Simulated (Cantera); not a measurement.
A Cantera script and its output.

```python
import numpy as np
import cantera as ct

gas = ct.Solution("gri30.yaml", transport_model="mixture-averaged")
show = ['NO', 'N2', 'H2O']

rows = []
print(f"{'T/K':>7s}{'rho':>11s}{'cp':>10s}{'mu':>11s}{'lambda':>11s}{'Pr':>7s}" + "".join(f"{'D_' + s:>11s}" for s in show))
for T in [400, 500, 600, 700, 800, 900, 1000, 1100]:
    gas.TPX = T, 420, {'O2': 0.093}
    Pr = gas.cp_mass * gas.viscosity / gas.thermal_conductivity
    D = [gas.mix_diff_coeffs_mole[gas.species_index(s)] for s in show]
    rows.append([gas.density, gas.cp_mass, gas.viscosity, gas.thermal_conductivity, Pr, *D])
    print(f"{T:7g}{gas.density:11.4e}{gas.cp_mass:10.1f}{gas.viscosity:11.4e}"
          f"{gas.thermal_conductivity:11.4e}{Pr:7.3f}" + "".join(f"{d:11.4e}" for d in D))
print("SI units: kg/m3, J/kg/K, Pa s, W/m/K, m2/s")
```

It prints:

```
    T/K        rho        cp         mu     lambda     Pr       D_NO       D_N2      D_H2O
    400 4.0409e-03     941.4 2.5629e-05 3.3852e-02  0.713 8.1826e-03 8.3314e-03 9.6361e-03
    500 3.2327e-03     971.4 3.0045e-05 4.1143e-02  0.709 1.2009e-02 1.2227e-02 1.4689e-02
    600 2.6939e-03    1002.6 3.4077e-05 4.8204e-02  0.709 1.6373e-02 1.6671e-02 2.0564e-02
    700 2.3091e-03    1031.1 3.7824e-05 5.4969e-02  0.709 2.1240e-02 2.1626e-02 2.7191e-02
    800 2.0204e-03    1054.7 4.1353e-05 6.1440e-02  0.710 2.6581e-02 2.7065e-02 3.4519e-02
    900 1.7960e-03    1073.7 4.4705e-05 6.7643e-02  0.710 3.2376e-02 3.2964e-02 4.2503e-02
   1000 1.6164e-03    1090.2 4.7912e-05 7.3608e-02  0.710 3.8604e-02 3.9306e-02 5.1108e-02
   1100 1.4694e-03    1102.7 5.0995e-05 7.9365e-02  0.709 4.5251e-02 4.6073e-02 6.0308e-02
SI units: kg/m3, J/kg/K, Pa s, W/m/K, m2/s
```

Model: GRI-Mech 3.0 (53 species, 325 reactions), integrated in Cantera.
